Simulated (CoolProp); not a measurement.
Vapour-liquid equilibrium of n-butane (1) + acetone (2) at 76.25 °C; x and y are mole fractions of (1).

Model: multi-fluid Helmholtz-energy mixture model, Bücker 2006 and Lemmon 2006; pair parameters Bell 2016, in CoolProp.

Give the bubble pressure and the first vapour's composition at x = 0.35, 0.65, 0.85. Is there an azeotrope?

x = 0.35: 0.6919 MPa, y = 0.761; x = 0.65: 0.8291 MPa, y = 0.837; x = 0.85: 0.8962 MPa, y = 0.903. No azeotrope shows between x = 0.05 and 0.95.

The pair parameters rest on a limited set of measurements; away from them the model extrapolates. With so large a gap from Raoult's law the liquid may split in two, which this calculation doesn't test in full.
